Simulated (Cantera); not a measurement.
An adiabatic, constant-volume homogeneous reactor starts with CO : H2 : CH4 : O2 : N2 = 1 : 0.58 : 0.34 : 1.93 : 7.27 (molar parts), at 1800 K and 4.10 bar. Integrator tolerance rtol = 1e-08.

Model: GRI-Mech 3.0 (53 species, 325 reactions), integrated in Cantera. Above 3000 K some thermodynamic fits are extrapolated.

Problem. What does this change do: pressure from 4.10 bar to 1.00 bar?

Solution. 
| quantity | before | after |
|---|---|---|
| time of steepest temperature rise | 4.96 µs | 18.6 µs |
| temperature at 0.200 s | 3020 K | 2893 K |
| equilibrium temperature | 3020 K | 2893 K |
| x(CO) at 0.200 s | 0.0477 (gas-phase equilibrium 0.0477) | 0.0535 (gas-phase equilibrium 0.0535) |
| x(H2) at 0.200 s | 0.00789 (gas-phase equilibrium 0.00789) | 0.00958 (gas-phase equilibrium 0.00958) |
| x(CH4) at 0.200 s | <1e-12 (gas-phase equilibrium <1e-12) | <1e-12 (gas-phase equilibrium <1e-12) |
| x(CH3) at 0.200 s | <1e-12 (gas-phase equilibrium <1e-12) | <1e-12 (gas-phase equilibrium <1e-12) |
| x(OH) at 0.200 s | 0.0234 (gas-phase equilibrium 0.0234) | 0.0250 (gas-phase equilibrium 0.0250) |
| x(NO) at 0.200 s | 0.0219 (gas-phase equilibrium 0.0219) | 0.0192 (gas-phase equilibrium 0.0192) |
| x(C2H4) at 0.200 s | <1e-12 (gas-phase equilibrium <1e-12) | <1e-12 (gas-phase equilibrium <1e-12) |

Problem. What does this change do: initial temperature 1800 to 1700 K?

Solution. 
| quantity | before | after |
|---|---|---|
| time of steepest temperature rise | 4.96 µs | 6.86 µs |
| temperature at 0.200 s | 3020 K | 2991 K |
| equilibrium temperature | 3020 K | 2991 K |
| x(CO) at 0.200 s | 0.0477 (gas-phase equilibrium 0.0477) | 0.0443 (gas-phase equilibrium 0.0443) |
| x(H2) at 0.200 s | 0.00789 (gas-phase equilibrium 0.00789) | 0.00721 (gas-phase equilibrium 0.00721) |
| x(CH4) at 0.200 s | <1e-12 (gas-phase equilibrium <1e-12) | <1e-12 (gas-phase equilibrium <1e-12) |
| x(CH3) at 0.200 s | <1e-12 (gas-phase equilibrium <1e-12) | <1e-12 (gas-phase equilibrium <1e-12) |
| x(OH) at 0.200 s | 0.0234 (gas-phase equilibrium 0.0234) | 0.0219 (gas-phase equilibrium 0.0219) |
| x(NO) at 0.200 s | 0.0219 (gas-phase equilibrium 0.0219) | 0.0210 (gas-phase equilibrium 0.0210) |
| x(C2H4) at 0.200 s | <1e-12 (gas-phase equilibrium <1e-12) | <1e-12 (gas-phase equilibrium <1e-12) |
